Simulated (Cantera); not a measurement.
Input (Python, Cantera):

```python
import numpy as np
import cantera as ct

gas = ct.Solution("gri30.yaml")
gas.TPX = 550, 160000, {'CH4': 1, 'C2H6': 0.037, 'C3H8': 0.041, 'O2': 2.65, 'N2': 9.97}
inlet = ct.Reservoir(gas, clone=True)
gas.equilibrate("HP")  # start burning
reactor = ct.IdealGasConstPressureReactor(gas, energy="on", clone=False)
exhaust = ct.Reservoir(gas, clone=True)
tau = [0.081, 0.03, 0.011, 0.0041, 0.0015, 0.00056, 0.00021, 7.7e-05, 2.9e-05, 1.1e-05, 3.9e-06][0]
for a, b in ((inlet, reactor), (reactor, exhaust)):
    ct.MassFlowController(a, b, mdot=lambda t: reactor.mass / tau)
net = ct.ReactorNet([reactor])
show = ['CH4', 'C2H6', 'C3H8', 'HCO', 'NO', 'HCN', 'NO2']

rows = []
print(f"{'tau/s':>10s}{'T/K':>9s}" + "".join(f"{s:>11s}" for s in show))
for tau in [0.081, 0.03, 0.011, 0.0041, 0.0015, 0.00056, 0.00021, 7.7e-05, 2.9e-05, 1.1e-05, 3.9e-06]:
    net.initial_time = 0.0
    net.advance(30 * tau)
    before = gas.X
    net.advance(40 * tau)
    drift = np.max(np.abs(gas.X - before) / (gas.X + 1e-9))
    rows.append([gas.T, *gas[show].X, drift])
    print(f"{tau:10.3e}{gas.T:9.1f}" + "".join(f"{x:11.3e}" for x in gas[show].X))
```

Output:

```
     tau/s      T/K        CH4       C2H6       C3H8        HCO         NO        HCN        NO2
 8.100e-02   2269.0  1.822e-06  8.383e-09  1.108e-08  1.703e-08  2.147e-03  1.733e-07  1.045e-06
 3.000e-02   2263.3  4.489e-06  2.208e-08  2.870e-08  4.566e-08  1.251e-03  2.486e-07  6.112e-07
 1.100e-02   2247.4  1.038e-05  5.788e-08  7.241e-08  1.247e-07  6.861e-04  3.138e-07  3.286e-07
 4.100e-03   2215.9  2.190e-05  1.450e-07  1.698e-07  3.357e-07  3.872e-04  3.744e-07  1.723e-07
 1.500e-03   2164.5  4.542e-05  3.559e-07  3.827e-07  9.148e-07  2.197e-04  4.542e-07  8.600e-08
 5.600e-04   2096.4  9.570e-05  8.400e-07  8.338e-07  2.410e-06  1.278e-04  5.823e-07  4.398e-08
 2.100e-04   2013.7  2.185e-04  2.029e-06  1.894e-06  6.242e-06  7.468e-05  8.051e-07  2.360e-08
 7.700e-05   1912.6  6.083e-04  5.747e-06  5.138e-06  1.669e-05  3.948e-05  1.276e-06  1.246e-08
 2.900e-05    550.0  7.300e-02  2.701e-03  2.993e-03 -1.397e-31 -4.109e-19 -1.024e-19 -6.557e-20
 1.100e-05    550.0  7.300e-02  2.701e-03  2.993e-03  8.127e-36  4.207e-23  1.049e-23  6.714e-24
 3.900e-06    550.0  7.300e-02  2.701e-03  2.993e-03  5.131e-37  2.658e-24  6.624e-25  4.241e-25
```

Detailed kinetics in Cantera: GRI-Mech 3.0 (53 species, 325 reactions).
